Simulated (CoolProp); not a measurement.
A single-stage vapour-compression cycle with the fluid: evaporating at 276.15 K (dew point), condensing at 296.15 K (bubble point), superheat 0 K, subcooling 8 K, compressor efficiency 0.85, no pressure losses. The same conditions are run with several fluids, on thermodynamics alone (safety and materials aside).

Computed with CoolProp (reference Helmholtz-energy equation of state of each fluid (isohexane: Lemmon 2006; the fluoroketone C6F12O (FK-5-1-12): McLinden 2015; n-perfluorohexane: Gao 2022; ethane: Bücker 2006; R410A: Lemmon 2003; propylene: Lemmon 2013)). Blends and air are pseudo-pure fits.

| fluid | cooling COP | pressure ratio | discharge temperature (K) | refrigerating effect (kJ/kg) | volumetric capacity (kJ/m³) |
|---|---|---|---|---|---|
| isohexane | 11.6 | 2.49 | 296.1 | 335 | 132 |
| the fluoroketone C6F12O (FK-5-1-12) | 11.4 | 2.55 | 296.2 | 87.6 | [?] |
| n-perfluorohexane | 11.4 | [?] | 296.1 | [?] | 131 |
| ethane | 9.16 | 1.57 | [?] | 249 | [?] |
| R410A | 10.9 | 1.79 | 307.3 | 199 | 6700 |
| propylene | 11.1 | 1.72 | [?] | 343 | 4610 |

Question: Fill in the missing entries.

Answer: 
- the fluoroketone C6F12O (FK-5-1-12), volumetric capacity (kJ/m³): 178
- n-perfluorohexane, pressure ratio: 2.65
- n-perfluorohexane, refrigerating effect (kJ/kg): 86.4
- ethane, discharge temperature (K): 306.5
- ethane, volumetric capacity (kJ/m³): 12500
- propylene, discharge temperature (K): 303.5

The compression ends wet for: isohexane; the fluoroketone C6F12O (FK-5-1-12); n-perfluorohexane.
